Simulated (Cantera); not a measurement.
A diamond (100) surface in a fixed gas of H2 with x(CH4) = 0.019, x(H) = 0.019, x(CH3) = 0.00024, 26000 Pa; coverages are run to steady state.

Detailed kinetics in Cantera: the Harris–Goodwin 1993 mechanism for the reconstructed diamond (100) surface.

θ: site fractions in the mechanism's names (c6HH fully hydrogenated, c6H* and c6*H radical sites, c6** diradical, c6HM methylated).

| T (K) | growth (µm/h) | θ c6HH | θ c6H* | θ c6*H | θ c6** | θ c6HM |
|---|---|---|---|---|---|---|
| 950 | 25.8 | 0.636 | 0.0149 | 0.331 | 0.00675 | [?] |
| 1000 | 33.0 | 0.591 | 0.0192 | 0.371 | 0.00983 | [?] |
| 1050 | 40.8 | 0.548 | 0.0238 | 0.406 | 0.0137 | [?] |
| 1100 | 48.7 | 0.508 | 0.0288 | 0.438 | 0.0185 | [?] |
| 1150 | 55.9 | 0.470 | 0.0340 | 0.465 | 0.0242 | [?] |
| 1200 | 60.5 | 0.436 | 0.0393 | 0.489 | 0.0308 | [?] |
| 1250 | 60.3 | 0.405 | 0.0447 | 0.508 | 0.0383 | [?] |
| 1300 | 54.1 | 0.377 | 0.0501 | 0.524 | 0.0466 | [?] |
| 1350 | 44.5 | 0.351 | 0.0555 | 0.536 | 0.0556 | [?] |
| 1400 | 36.1 | 0.328 | 0.0607 | 0.545 | 0.0652 | [?] |

Problem. What belongs in the gaps?

Solution. 
- 950, θ c6HM: 0.00848
- 1000, θ c6HM: 0.00686
- 1050, θ c6HM: 0.00559
- 1100, θ c6HM: 0.00457
- 1150, θ c6HM: 0.00369
- 1200, θ c6HM: 0.00289
- 1250, θ c6HM: 0.00210
- 1300, θ c6HM: 0.00137
- 1350, θ c6HM: 0.000783
- 1400, θ c6HM: 0.000403
